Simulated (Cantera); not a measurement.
Cantera run, input and output.

```python
import numpy as np
import cantera as ct

surf = ct.Interface("diamond.yaml", "diamond_100")
gas, bulk = surf.adjacent["gas"], surf.adjacent["diamond"]
k = surf.kinetics_species_index(bulk.species_names[0])
cover = ["c6HH", "c6H*", "c6*H", "c6**", "c6HM", "c6B"]

rows, drift = [], 0.0
print(f"{'xH':>10s}{'um/h':>11s}" + "".join(f"{s:>11s}" for s in cover))
for v in [0.0001, 0.00022, 0.00048, 0.001, 0.0023, 0.005, 0.011, 0.024, 0.052]:
    T, P, xH, xCH3 = 1075, 1300, v, 2.3e-05
    gas.TPX = T, P, {"H": xH, "CH3": xCH3, "CH4": 0.0033, "H2": 1 - xH - xCH3 - 0.0033}
    surf.TP = bulk.TP = T, P
    surf.coverages = "c6H*:0.1, c6HH:0.9"
    surf.advance_coverages(100.0)
    before = surf.coverages
    surf.advance_coverages(100.0)
    drift = max(drift, np.max(np.abs(surf.coverages - before) / (surf.coverages + 1e-9)))
    rate = surf.net_production_rates[k] * bulk.mean_molecular_weight / bulk.density * 3.6e9
    rows.append([rate, *surf[cover].coverages])
    print(f"{v:10.4g}{rate:11.4e}" + "".join(f"{x:11.3e}" for x in rows[-1][1:]))
```

Output:

```
        xH       um/h       c6HH       c6H*       c6*H       c6**       c6HM        c6B
    0.0001 5.9790e-03  6.051e-01  2.169e-02  3.649e-01  5.550e-03  1.462e-03  1.622e-11
   0.00022 1.2721e-02  5.679e-01  2.358e-02  3.967e-01  8.944e-03  1.688e-03  3.452e-11
   0.00048 2.4974e-02  5.482e-01  2.452e-02  4.125e-01  1.189e-02  1.775e-03  6.777e-11
     0.001 4.4799e-02  5.389e-01  2.495e-02  4.197e-01  1.379e-02  1.694e-03  1.216e-10
    0.0023 7.9746e-02  5.340e-01  2.519e-02  4.237e-01  1.501e-02  1.403e-03  2.164e-10
     0.005 1.2045e-01  5.321e-01  2.531e-02  4.255e-01  1.559e-02  1.006e-03  3.269e-10
     0.011 1.5902e-01  5.314e-01  2.538e-02  4.264e-01  1.588e-02  6.133e-04  4.315e-10
     0.024 1.8627e-01  5.311e-01  2.545e-02  4.269e-01  1.602e-02  3.316e-04  5.055e-10
     0.052 2.0221e-01  5.310e-01  2.554e-02  4.271e-01  1.609e-02  1.667e-04  5.487e-10
```

Cantera simulation using the Harris–Goodwin 1993 mechanism for the reconstructed diamond (100) surface; the numbers are that mechanism's predictions, not measurements.
